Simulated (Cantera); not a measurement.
Charge: 1 mol Ta, 0.74 mol H₂O, at 8.60 mbar.

Equilibrium computed with Cantera from the NASA thermochemical tables; the gas is ideal and each condensed phase is pure. Candidate condensed phases: H₂O, Ta, Ta₂O₅; 12 gas species. Mutual solubility and eutectic melting of coexisting phases are not modelled. Condensed phases not in the tables: N, O or C dissolved in the metal. Kinetics and transport are ignored.

log p: log10 of the partial pressure in bar; n: condensed amount in mol.

```tsv
T (°C)	log p H₂	log p H	log p TaO₂	log p TaO	n Ta(s)	n Ta₂O₅(s)	n Ta₂O₅(l)
527	-2.07	-12.57	<-14	<-14	0.704	0.148	0
727	-2.07	-9.68	<-14	<-14	0.704	0.148	0
927	-2.07	-7.74	<-14	<-14	0.704	0.148	0
1127	-2.07	[?]	[?]	[?]	0.704	0.148	0
1327	-2.07	-5.30	-9.79	-10.48	0.704	0.148	0
1527	-2.07	-4.48	-7.66	-8.37	0.704	0.148	0
1727	-2.07	-3.83	-5.98	-6.70	0.705	0.148	0
1927	-2.09	-3.30	-4.69	-5.37	0.704	0	0.147
2127	[?]	[?]	[?]	[?]	0.699	0	0.138
2327	-2.38	-2.61	-2.82	-3.39	0.632	0	0.0522
2527	-2.66	-2.42	-2.82	-2.98	0.539	0	0
```

Q: What belongs in the gaps?

A: 
- 1127, log p H: -6.35
- 1127, log p TaO₂: -12.55
- 1127, log p TaO: -13.20
- 2127, log p H₂: -2.16
- 2127, log p H: -2.88
- 2127, log p TaO₂: -3.67
- 2127, log p TaO: -4.30
